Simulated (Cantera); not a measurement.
## Hydrocarbon pyrolysis for carbon deposition

An isothermal, constant-pressure homogeneous reactor starts with CH4 : H2 = 1 : 30 (molar parts), at 1773 K and 0.130 bar.

Model: GRI-Mech 3.0 (53 species, 325 reactions), integrated in Cantera. GRI-Mech 3.0 stops at C3 and has no aromatics, soot or wall deposition, so with more carbon than oxygen in the feed, carbon stays in small species such as C2H2 where larger ones or solid carbon would form.

```tsv
t (s)	x CH4	x H2	x C2H4	x C2H6	x CH3	x H
1.00e-5	0.0323	0.968	4.37e-12	5.68e-12	2.02e-6	2.71e-6
3.46e-5	0.0323	0.968	2.26e-10	2.13e-10	6.69e-6	9.65e-6
0.000119	0.0322	0.968	9.99e-9	7.05e-9	2.28e-5	3.36e-5
0.000412	0.0322	0.968	4.17e-7	1.57e-7	7.77e-5	0.000116
0.00143	0.0320	0.967	1.33e-5	1.60e-6	0.000245	0.000368
0.00492	0.0311	0.967	7.10e-5	4.21e-6	0.000448	0.000692
0.0170	0.0282	0.969	6.86e-5	3.67e-6	0.000423	0.000722
0.0588	0.0211	0.973	5.42e-5	2.12e-6	0.000323	0.000736
0.203	0.0112	0.978	4.63e-5	6.17e-7	0.000175	0.000760
0.702	0.00422	0.981	4.98e-5	9.37e-8	6.76e-5	0.000778
2.42	0.00157	0.983	5.32e-5	1.67e-8	2.54e-5	0.000786
8.38	0.00110	0.983	5.39e-5	1.04e-8	1.79e-5	0.000788
28.9	0.00110	0.983	5.39e-5	1.03e-8	1.78e-5	0.000788
100	0.00110	0.983	5.39e-5	1.03e-8	1.78e-5	0.000788
```
x: mole fraction; the columns are a selection and need not sum to one.

Equilibrium at this temperature and pressure: CH4 0.00110, H2 0.983, C2H4 5.39e-5, C2H6 1.03e-8, CH3 1.78e-5, H 0.000788 (gas phase only).
